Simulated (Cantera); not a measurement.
Charge: 1 mol CS₂, 0.33 mol H₂O, at 898 K and 7.50 Torr.

Cantera equilibrium calculation (NASA polynomials, part measured and part estimated; ideal gas, pure solids and liquids). Candidate condensed phases: C, C₆H₆, C₇H₈, C₈H₁₈, H₂O, H₂SO₄, S; 123 gas species. Gases not in the tables: S₃ to S₇. Rates play no part.

Base state: CS₂ 0.463, H₂S 0.211, CO 0.155, S₂ 0.0854, COS 0.0670, H₂ 0.0156, CO₂ 0.00232, H₂O 0.000100 (mole fractions); condensed: gas only.

Q: What changes in the equilibrium state with this change: temperature from 898 K to 1073 K?

A: 
```tsv
species	before	after
CS₂	0.463	0.437
CO	0.155	0.200
H₂S	0.211	0.151
COS	0.0670	0.0149
H₂	0.0156	0.0640
S₂	0.0854	0.132
CO₂	0.00232	0.000122
SH	1.08e-5	0.000139
```

Q: What changes in the equilibrium state with this change: temperature from 898 K to 1225 K?

A: 
```tsv
species	before	after
CS₂	0.463	0.422
CO	0.155	0.203
S₂	0.0854	0.161
H₂S	0.211	0.0886
H₂	0.0156	0.119
COS	0.0670	0.00483
CS	2.79e-8	5.75e-5
CO₂	0.00232	1.31e-5
SH	1.08e-5	0.000589
```
